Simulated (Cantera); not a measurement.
SiF4 + NH3 (silicon nitride deposition)

A closed system holds: 1 mol SiF4, 29 mol NH3, held at 8200 Pa.

Method: chemical equilibrium by Gibbs-energy minimisation in Cantera with the NASA 1993 tables (ideal gas, pure condensed phases). Candidate condensed phases: Si, Si3N4; 37 gas species. The tables' values for SiF3, SiF2 are old estimates; treat these amounts as uncertain. Equilibrium is a limit: real reactors are often held back by kinetics, nucleation or transport.

| T (K) | log p H2 | log p N2 | log p SiF4 | log p HF | log p SiF3 | log p SiHF3 | log p SiF2 | n Si3N4(s) |
|---|---|---|---|---|---|---|---|---|
| 873 | -1.22 | -1.70 | -2.86 | -4.99 | -8.28 | -5.79 | <-13 | 0.000513 |
| 923 | -1.22 | -1.70 | -2.86 | -4.77 | -7.67 | -5.57 | -12.02 | 0.000846 |
| 973 | -1.22 | -1.70 | -2.86 | -4.58 | -7.13 | -5.36 | -11.03 | 0.00132 |
| 1023 | -1.22 | -1.70 | -2.86 | -4.40 | -6.64 | -5.18 | -10.14 | 0.00197 |
| 1073 | -1.22 | -1.70 | -2.86 | -4.24 | -6.20 | -5.02 | -9.33 | 0.00282 |
| 1123 | -1.22 | -1.70 | -2.87 | -4.10 | -5.80 | -4.88 | -8.60 | 0.00388 |
| 1173 | -1.22 | -1.70 | -2.87 | -3.97 | -5.44 | -4.74 | -7.93 | 0.00516 |
| 1223 | -1.22 | -1.70 | -2.88 | -3.85 | -5.11 | -4.62 | -7.32 | 0.00661 |
| 1273 | -1.22 | -1.70 | -2.88 | -3.74 | -4.80 | -4.51 | -6.76 | 0.00815 |
| 1323 | -1.22 | -1.70 | -2.89 | -3.64 | -4.52 | -4.41 | -6.24 | 0.00962 |
| 1373 | -1.22 | -1.70 | -2.91 | -3.54 | -4.27 | -4.33 | -5.77 | 0.0108 |
| 1423 | -1.22 | -1.70 | -2.93 | -3.46 | -4.04 | -4.25 | -5.33 | 0.0112 |
| 1473 | -1.22 | -1.70 | -2.95 | -3.38 | -3.83 | -4.18 | -4.93 | 0.0103 |
| 1523 | -1.22 | -1.70 | -2.99 | -3.32 | -3.64 | -4.13 | -4.56 | 0.00725 |
log p: log10 of the partial pressure in bar; n: condensed amount in mol.

From 873 K to 1523 K the condensed part is Si3N4(s). The main Si-bearing gas is SiF4 throughout. The share of Si in condensed phases is highest at 1423 K (3.4 %) and lowest at 873 K (0.2 %).
